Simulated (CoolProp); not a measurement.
R245fa at 416.51 K and 16.4 MPa is throttled through a valve to 8.48 MPa with no heat exchange. Each further row changes one setting.

Computed with CoolProp (reference Helmholtz-energy equation of state, Akasaka 2015).

```json
[
 {"case": "as stated", "temperature change (K)": "-1.8", "final phase": "liquid", "final density (kg/m³)": "___"},
 {"case": "outlet pressure 2.54 MPa", "temperature change (K)": "___", "final phase": "___", "final density (kg/m³)": "___"},
 {"case": "outlet pressure 11 MPa", "temperature change (K)": "___", "final phase": "liquid", "final density (kg/m³)": "___"}
]
```

### Question
Fill in the missing entries.

### Answer

- as stated, final density (kg/m³): 1000
- outlet pressure 2.54 MPa, temperature change (K): -9.3
- outlet pressure 2.54 MPa, final phase: two-phase, vapour fraction 0.043
- outlet pressure 2.54 MPa, final density (kg/m³): 771
- outlet pressure 11 MPa, temperature change (K): -0.9
- outlet pressure 11 MPa, final density (kg/m³): 1030
